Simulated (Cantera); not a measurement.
A closed system holds: 1 mol toluene, 3.7 mol CO2, 0.79 mol H2, held at 15.0 mbar.

Method: chemical equilibrium by Gibbs-energy minimisation in Cantera with the NASA 1993 tables (ideal gas, pure condensed phases). Candidate condensed phases: C, C6H6, C7H8, C8H18, H2O; 131 gas species. Ions and electrons are included (thermal ionisation). The numbers say what is thermodynamically allowed, not how fast it happens. All values below are at 3000 K.

Base state: CO 0.468, H 0.399, H2 0.0956, C3 0.0208, C2H2 (acetylene) 0.00595, C2H 0.00426, C 0.00338, C2 0.00211 (mole fractions); condensed: C(graphite).

Question: What changes in the equilibrium state with this change: pressure from 15.0 mbar to 27.0 Pa?

Answer: 
```
species              before     after
-----------------  --------  --------
H                     0.399     0.504
CO                    0.468     0.394
C                   0.00338    0.0568
H2                   0.0956   0.00275
C2                  0.00211    0.0107
C3                   0.0208    0.0320
C4H2               0.000154   3.71e-8
C2H2 (acetylene)    0.00595   1.56e-5
C2H2 (vinylidene)   1.88e-5   4.93e-8
C2H                 0.00426  0.000492
C5                 0.000381   5.35e-5
C(graphite), mol       1.83         0
```
